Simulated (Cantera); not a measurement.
Input: 1 mol SiC, 1.1 mol CO2, 640 mol H2, at 1550 K.

Equilibrium computed with Cantera from the NASA thermochemical tables; the gas is ideal and each condensed phase is pure. Candidate condensed phases: C, C6H6, C7H8, C8H18, H2O, Si, SiC, SiO2; 123 gas species. Mutual solubility and eutectic melting of coexisting phases are not modelled. The tables hold silica as quartz up to 1696 K and as liquid above; real silica turns to tridymite and cristobalite and melts near 1996 K. Kinetics and transport are ignored.

### Question
What share of the Si ends up in condensed phases as a function of P (Pa), at 0.100, 0.600, 3.60, 22, 130, 770, 4600, 28000, 170000, 1000000?

### Answer
```json
[
 {"P (Pa)": "0.100", "Si condensed (%)": "0.4", "as": "SiC(s)"},
 {"P (Pa)": "0.600", "Si condensed (%)": "29.7", "as": "SiC(s)"},
 {"P (Pa)": "3.60", "Si condensed (%)": "41.9", "as": "SiC(s)"},
 {"P (Pa)": "22", "Si condensed (%)": "44.5", "as": "SiC(s)"},
 {"P (Pa)": "130", "Si condensed (%)": "44.9", "as": "SiC(s)"},
 {"P (Pa)": "770", "Si condensed (%)": "44.9", "as": "SiC(s)"},
 {"P (Pa)": "4600", "Si condensed (%)": "44.8", "as": "SiC(s)"},
 {"P (Pa)": "28000", "Si condensed (%)": "43.8", "as": "SiC(s)"},
 {"P (Pa)": "170000", "Si condensed (%)": "89.2", "as": "SiC(s) + SiO2(β-quartz)"},
 {"P (Pa)": "1000000", "Si condensed (%)": "98.3", "as": "SiO2(β-quartz)"}
]
```
